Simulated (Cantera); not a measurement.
An isothermal plug-flow reactor at 800 K and 4.10 bar (inlet), inlet velocity 1.5 m/s, active area per volume 180 1/m; feed CH₄ : O₂ : N₂ = 0.0053 : 0.033 : 0.79 (molar parts), equivalence ratio 0.32.

Computed with Cantera and Deutschmann's 1995 Pt surface mechanism with GRI-Mech 3.0 gas chemistry. Catalytic surfaces can have several steady states; this one follows from the mechanism file's or the stated starting coverage. Mass transfer to the wall is taken as infinitely fast.

Q: What does this change do: temperature 800 to 1075 K?

A: 
```
quantity                 before    after
----------------------  -------  -------
x(CH₄) at z = 0.015 m   0.00639  0.00505
x(O₂) at z = 0.015 m     0.0398   0.0372
x(H₂O) at z = 0.015 m   1.91e-5  0.00268
x(CO₂) at z = 0.015 m   9.20e-6  0.00133
x(CO) at z = 0.015 m    3.34e-7  3.55e-6
θ(free Pt) at the exit   0.0303    0.257
θ(O*) at the exit         0.970    0.741
```
